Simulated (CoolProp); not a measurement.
100 sccm (0 °C, 1 atm) of nitrogen bubbles through liquid ethylbenzene at 285.1 K and leaves saturated at a total pressure of 0.0147 MPa (ideal gas phase). Each further row changes one setting.

Computed with CoolProp (reference Helmholtz-energy equation of state, Zhou 2012).

```tsv
case	vapour pressure (kPa)	mole fraction of vapour	delivery (mg/min)	delivery (sccm)	change of delivery for a bath 1 K warmer (%)
as stated	0.581	0.0396	___	___	___
bath temperature 290.1 K	0.794	___	___	5.71	6.7
total pressure 0.0294 MPa	0.581	___	9.56	___	6.7
```

**Question.** Fill in the missing entries.

**Answer.** 
- as stated, delivery (mg/min): 19.5
- as stated, delivery (sccm): 4.12
- as stated, change of delivery for a bath 1 K warmer (%): 6.8
- bath temperature 290.1 K, mole fraction of vapour: 0.0540
- bath temperature 290.1 K, delivery (mg/min): 27.1
- total pressure 0.0294 MPa, mole fraction of vapour: 0.0198
- total pressure 0.0294 MPa, delivery (sccm): 2.02
